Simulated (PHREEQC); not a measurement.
Dissolve 0.001 mol ZnSO4, 0.0028 mol NaCl and 0.028 mol MnSO4 per kg of water at 25 °C. Closed to the air; pH follows from the charge balance.

Computed with PHREEQC (ion-association model, wateq4f.dat).

Q: The ionic strength comes out as 0.0764 mol/kgw. What activity coefficients do NaSO4-, ZnCl+, Cl-, Zn(SO4)2-2, Mn+2 get?

A: NaSO4- 0.80, ZnCl+ 0.79, Cl- 0.78, Zn(SO4)2-2 0.40, Mn+2 0.43.

No solid was allowed to form.
